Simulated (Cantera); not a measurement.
Charge: 1 mol Cr2O3, 2000 mol H2, equilibrated at 0.133 bar.

Method: chemical equilibrium by Gibbs-energy minimisation in Cantera with the NASA 1993 tables (ideal gas, pure condensed phases). Candidate condensed phases: Cr, Cr2O3, H2O; 13 gas species. Mutual solubility and eutectic melting of coexisting phases are not modelled. The numbers say what is thermodynamically allowed, not how fast it happens.

Which condensed phases are stable at each of these points (T (°C)): 702, 902, 1102, 1302, 1502, 1702, 1902?


```json
[
 {"T (°C)": "702", "condensed phases": "Cr(s) + Cr2O3(s)", "Cr condensed (%)": "100.0"},
 {"T (°C)": "902", "condensed phases": "Cr(s) + Cr2O3(s)", "Cr condensed (%)": "100.0"},
 {"T (°C)": "1102", "condensed phases": "Cr(s) + Cr2O3(s)", "Cr condensed (%)": "100.0"},
 {"T (°C)": "1302", "condensed phases": "Cr(s)", "Cr condensed (%)": "98.2"},
 {"T (°C)": "1502", "condensed phases": "Cr(s)", "Cr condensed (%)": "51.2"},
 {"T (°C)": "1702", "condensed phases": "gas only", "Cr condensed (%)": "0.0"},
 {"T (°C)": "1902", "condensed phases": "gas only", "Cr condensed (%)": "0.0"}
]
```

From 702 °C to 1102 °C the condensed part is Cr(s) + Cr2O3(s). From 1302 °C to 1502 °C the condensed part is Cr(s). From 1702 °C to 1902 °C nothing is condensed.
